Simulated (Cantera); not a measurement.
An adiabatic, constant-pressure homogeneous reactor starts with 9.25 % CH4, 0.787 % H2, 18.9 % O2, 71.1 % N2, equivalence ratio 1.0, at 1700 K and 430000 Pa.

Model: GRI-Mech 3.0 (53 species, 325 reactions), integrated in Cantera.

Task: Predict: time of steepest temperature rise; temperature at 0.800 s; equilibrium temperature; x(H2) at 0.800 s; x(O2) at 0.800 s; x(NO) at 0.800 s.

Result: 
```
Property                                                          Result
---------------------------------  -------------------------------------
time of steepest temperature rise                                53.2 µs
temperature at 0.800 s                                            2919 K
equilibrium temperature                                           2919 K
x(H2) at 0.800 s                   0.0186 (gas-phase equilibrium 0.0186)
x(O2) at 0.800 s                   0.0181 (gas-phase equilibrium 0.0181)
x(NO) at 0.800 s                   0.0118 (gas-phase equilibrium 0.0118)
```
